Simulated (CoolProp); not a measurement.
The numbers come from the reference Helmholtz-energy equation of state, Lemmon 2000 in CoolProp. It is a pseudo-pure fit of the blend.

For dry air, give the phase and the density (kg/m³), Joule-Thomson coefficient (K/MPa), isothermal compressibility (1/MPa) at -104.55 °C and 5200 kPa; -54.65 °C and 5200 kPa.


- -104.55 °C and 5200 kPa: supercritical; density 140, Joule-Thomson coefficient 5.46, isothermal compressibility 0.252
- -54.65 °C and 5200 kPa: supercritical; density 89.9, Joule-Thomson coefficient 3.49, isothermal compressibility 0.206
